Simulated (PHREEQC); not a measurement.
Make-up at 25 °C: 0.085 mmol/kgw HCl and 120 mmol/kgw FeCl2. Closed to the air; pH follows from the charge balance.

All values are PHREEQC results (ion-association model, wateq4f.dat), not measurements.

This is a speciation only: nothing precipitates in the calculation.

Task: Estimate the pH, activity of water.

Result: pH 4.18; activity of water 0.994.

Task: In which forms is Fe present?

Result: Fe+2 92 %, FeCl+ 7.8 % of the Fe.
